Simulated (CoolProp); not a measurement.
Vapour-liquid equilibrium of R143a (1) + dimethyl ether (2) at 258.1 K; x and y are mole fractions of (1).

Values from CoolProp's multi-fluid Helmholtz-energy mixture model, Lemmon and Jacobsen 2000 and Wu 2011; pair parameters Bell 2016.

```
x     bubble pressure, mixture model (kPa)  bubble pressure, Raoult's law (kPa)  y, mixture model  y, Raoult's law
----  ------------------------------------  -----------------------------------  ----------------  ---------------
0.05                                 165.9                                163.2             0.125            0.115
0.2                                  204.8                                196.9             0.391            0.383
0.35                                 240.2                                230.6             0.566            0.572
0.5                                  273.3                                264.3             0.696            0.713
0.65                                 304.9                                298.0             0.801            0.822
0.8                                  335.7                                331.8             0.891            0.908
0.95                                 366.4                                365.5             0.974            0.979
```

The largest gap from Raoult's law is +4.2 % in bubble pressure, at x = 0.35. No azeotrope shows between x = 0.05 and 0.95.

The pair parameters rest on a limited set of measurements; away from them the model extrapolates.
